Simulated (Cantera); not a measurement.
Input: 1 mol CS2, 0.046 mol O2, 0.72 mol H2, at 75.0 Torr.

Method: chemical equilibrium by Gibbs-energy minimisation in Cantera with the NASA 1993 tables (ideal gas, pure condensed phases). Candidate condensed phases: C, C6H6, C7H8, C8H18, H2O, H2SO4, S; 123 gas species. Rates play no part.

Q: At 1925 °C, list the 4 most abundant gas species with their mole fractions, and the condensed phases.

A: H2 0.328, CS2 0.254, CS 0.195, S2 0.121. Condensed: gas only.
